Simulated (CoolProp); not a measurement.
Saturated liquid density (kg/m³) of n-perfluorohexane: the reference equation beside estimates from Tc = 448.0 K, pc = 1.742 MPa, ω = 0.497.

Computed with CoolProp (reference Helmholtz-energy equation of state, Gao 2022).

```json
[
 {"T (K)": "268.6", "reference": "1760", "van der Waals": "974.6", "Peng-Robinson": "1718"},
 {"T (K)": "277", "reference": "1736", "van der Waals": "961.9", "Peng-Robinson": "1698"},
 {"T (K)": "285.3", "reference": "(withheld)", "van der Waals": "949.1", "Peng-Robinson": "(withheld)"},
 {"T (K)": "293.7", "reference": "1689", "van der Waals": "935.7", "Peng-Robinson": "1655"},
 {"T (K)": "302.1", "reference": "1664", "van der Waals": "921.9", "Peng-Robinson": "1631"},
 {"T (K)": "310.4", "reference": "1640", "van der Waals": "907.7", "Peng-Robinson": "1606"},
 {"T (K)": "318.8", "reference": "1614", "van der Waals": "892.9", "Peng-Robinson": "1580"},
 {"T (K)": "327.2", "reference": "1588", "van der Waals": "877.5", "Peng-Robinson": "1552"},
 {"T (K)": "335.5", "reference": "(withheld)", "van der Waals": "(withheld)", "Peng-Robinson": "1522"},
 {"T (K)": "343.9", "reference": "(withheld)", "van der Waals": "(withheld)", "Peng-Robinson": "1490"},
 {"T (K)": "352.3", "reference": "1505", "van der Waals": "827.7", "Peng-Robinson": "1455"},
 {"T (K)": "360.6", "reference": "1475", "van der Waals": "809.7", "Peng-Robinson": "(withheld)"},
 {"T (K)": "369", "reference": "1443", "van der Waals": "790.5", "Peng-Robinson": "1378"},
 {"T (K)": "377.4", "reference": "1408", "van der Waals": "770.2", "Peng-Robinson": "(withheld)"}
]
```

### Question
Fill in the missing entries.

### Answer

- 285.3, reference: 1713
- 285.3, Peng-Robinson: 1677
- 335.5, reference: 1562
- 335.5, van der Waals: 861.8
- 343.9, reference: 1534
- 343.9, van der Waals: 845.1
- 360.6, Peng-Robinson: 1418
- 377.4, Peng-Robinson: 1335

Absolute difference from the reference over all 14 rows, mean and median: van der Waals 44.8 and 44.7 %, Peng-Robinson 2.8 and 2.3 %.
